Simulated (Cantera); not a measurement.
# Dilute partial oxidation

An isothermal, constant-pressure homogeneous reactor starts with 0.445 % CH2O, 0.362 % O2, 92.7 % N2, 6.49 % CH4, equivalence ratio 37, at 1298 K and 101000 Pa.

Model: GRI-Mech 3.0 (53 species, 325 reactions), integrated in Cantera. GRI-Mech 3.0 stops at C3 and has no aromatics, soot or wall deposition, so with more carbon than oxygen in the feed, carbon stays in small species such as C2H2 where larger ones or solid carbon would form.

| t (s) | x CH2O | x O2 | x O | x NO | x CH4 | x CO |
|---|---|---|---|---|---|---|
| 0.000800 | 0.00439 | 0.00360 | 1.01e-9 | <1e-12 | 0.0649 | 6.30e-5 |
| 0.00228 | 0.00388 | 0.00351 | 2.28e-9 | <1e-12 | 0.0647 | 0.000626 |
| 0.00651 | 0.00282 | 0.00331 | 1.41e-9 | <1e-12 | 0.0644 | 0.00180 |
| 0.0186 | 0.00160 | 0.00308 | 7.68e-10 | <1e-12 | 0.0640 | 0.00314 |
| 0.0530 | 0.000573 | 0.00287 | 4.67e-10 | 1.26e-12 | 0.0636 | 0.00426 |
| 0.151 | 7.65e-5 | 0.00271 | 3.72e-10 | 3.11e-12 | 0.0632 | 0.00483 |
| 0.431 | 1.74e-5 | 0.00247 | 3.63e-10 | 6.90e-12 | 0.0626 | 0.00503 |
| 1.23 | 1.35e-5 | 0.00185 | 3.34e-10 | 1.34e-11 | 0.0612 | 0.00542 |
| 3.51 | 4.94e-6 | 0.000721 | 1.30e-10 | 1.90e-11 | 0.0582 | 0.00621 |
| 10.0 | 4.65e-7 | 7.65e-5 | 1.10e-11 | 1.35e-11 | 0.0549 | 0.00665 |
x: mole fraction; the columns are a selection and need not sum to one.

Equilibrium at this temperature and pressure: CH2O 3.96e-10, O2 <1e-12, O <1e-12, NO <1e-12, CH4 0.0157, CO 0.0111 (gas phase only).
